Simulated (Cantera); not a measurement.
Input: 1 mol Si, 2.5 mol HBr, 53 mol H2, a varied amount of Br2, held at 477 °C and 0.105 Torr.

Cantera equilibrium calculation (NASA polynomials, part measured and part estimated; ideal gas, pure solids and liquids). Candidate condensed phases: Br2, Si; 19 gas species. Kinetics and transport are ignored.

Q: Which condensed phases are stable at each of these points (n(Br2) (mol)): 0.81, 1.3, 1.8, 2.3, 2.7, 3.2, 3.7, 4.2, 4.7, 5.1, 5.6?

A: 
| n(Br2) (mol) | condensed phases | Si condensed (%) |
|---|---|---|
| 0.81 | Si(s) | 9.7 |
| 1.3 | gas only | 0.0 |
| 1.8 | gas only | 0.0 |
| 2.3 | gas only | 0.0 |
| 2.7 | gas only | 0.0 |
| 3.2 | gas only | 0.0 |
| 3.7 | gas only | 0.0 |
| 4.2 | gas only | 0.0 |
| 4.7 | gas only | 0.0 |
| 5.1 | gas only | 0.0 |
| 5.6 | gas only | 0.0 |

At 0.81 mol Br2 the condensed part is Si(s). From 1.3 mol Br2 to 5.6 mol Br2 nothing is condensed.
